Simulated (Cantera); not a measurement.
Input: 1 mol BF3, 3.3 mol H2, at 750 °C and 0.133 bar.

Cantera equilibrium calculation (NASA polynomials, part measured and part estimated; ideal gas, pure solids and liquids). Candidate condensed phases: B; 20 gas species. Kinetics and transport are ignored.

Problem. What is the equilibrium state?

Solution. 
```
Item                                 Value
-------------------------------  ---------
x(H2)                                0.766
x(BF3)                               0.231
x(HF)                              0.00117
x(BHF2)                            0.00117
x(BF2)                             1.04e-6
gas amount                       4.300 mol
log10 activity of B(s) (absent)      -3.80
```
